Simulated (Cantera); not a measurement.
Formation from one mole of O2

Standard-state values (1 bar) from the NASA 1993 polynomials, evaluated with Cantera. Values are per mole of reaction as written; species without (g) are pure solids or liquids, kept so even where they would boil at 1 bar.

Nb + O2(g) → NbO2

```csv
T (K),ΔH° (kJ),ΔS° (J/K),ΔG° (kJ),log10 K,condensed phases
300,-794.9,-187.1,-738.8,128.64,"Nb(s), NbO2(s)"
1600,-768.8,-158.5,-515.2,16.82,"Nb(s), NbO2(s)"
1675,-767.7,-157.8,-503.3,15.70,"Nb(s), NbO2(s)"
1750,-766.6,-157.2,-491.5,14.67,"Nb(s), NbO2(s)"
1825,-765.6,-156.6,-479.7,13.73,"Nb(s), NbO2(s)"
1900,-764.6,-156.1,-468.0,12.87,"Nb(s), NbO2(s)"
1975,-763.6,-155.6,-456.3,12.07,"Nb(s), NbO2(s)"
2050,-762.8,-155.2,-444.7,11.33,"Nb(s), NbO2(s)"
2125,-761.9,-154.8,-433.1,10.64,"Nb(s), NbO2(s)"
2200,-668.9,-112.0,-422.5,10.03,"Nb(s), NbO2(l)"
2275,-667.3,-111.3,-414.2,9.51,"Nb(s), NbO2(l)"
2350,-665.9,-110.7,-405.8,9.02,"Nb(s), NbO2(l)"
```

1.2 Ti + O2(g) → 0.4 Ti3O5

```tsv
T (K)	ΔH° (kJ)	ΔS° (J/K)	ΔG° (kJ)	log10 K	condensed phases
300	-983.7	-190.3	-926.6	161.33	Ti(α), Ti3O5(s)
1600	-967.6	-164.7	-704.1	22.98	Ti(β), Ti3O5(s)
1675	-966.3	-163.9	-691.7	21.57	Ti(β), Ti3O5(s)
1750	-965.0	-163.2	-679.5	20.28	Ti(β), Ti3O5(s)
1825	-963.8	-162.5	-667.3	19.10	Ti(β), Ti3O5(s)
1900	-962.5	-161.8	-655.1	18.01	Ti(β), Ti3O5(s)
1975	-979.0	-170.3	-642.7	17.00	Ti(l), Ti3O5(s)
2050	-978.3	-169.9	-630.0	16.05	Ti(l), Ti3O5(s)
2125	-908.7	-136.0	-619.7	15.23	Ti(l), Ti3O5(l)
2200	-907.7	-135.5	-609.6	14.47	Ti(l), Ti3O5(l)
2275	-906.8	-135.1	-599.4	13.76	Ti(l), Ti3O5(l)
2350	-905.9	-134.7	-589.3	13.10	Ti(l), Ti3O5(l)
```

0.8 V + O2(g) → 0.4 V2O5

```tsv
T (K)	ΔH° (kJ)	ΔS° (J/K)	ΔG° (kJ)	log10 K	condensed phases
300	-620.2	-176.0	-567.4	98.80	V(s), V2O5(s)
1600	-577.1	-128.0	-372.3	12.15	V(s), V2O5(l)
1675	-576.3	-127.5	-362.7	11.31	V(s), V2O5(l)
1750	-575.6	-127.1	-353.2	10.54	V(s), V2O5(l)
1825	-575.0	-126.8	-343.6	9.84	V(s), V2O5(l)
1900	-574.4	-126.4	-334.1	9.19	V(s), V2O5(l)
1975	-573.9	-126.2	-324.7	8.59	V(s), V2O5(l)
2050	-573.5	-126.0	-315.2	8.03	V(s), V2O5(l)
2125	-573.2	-125.8	-305.8	7.52	V(s), V2O5(l)
2200	-591.2	-134.1	-296.3	7.03	V(l), V2O5(l)
2275	-591.1	-134.0	-286.2	6.57	V(l), V2O5(l)
2350	-591.1	-134.0	-276.1	6.14	V(l), V2O5(l)
```
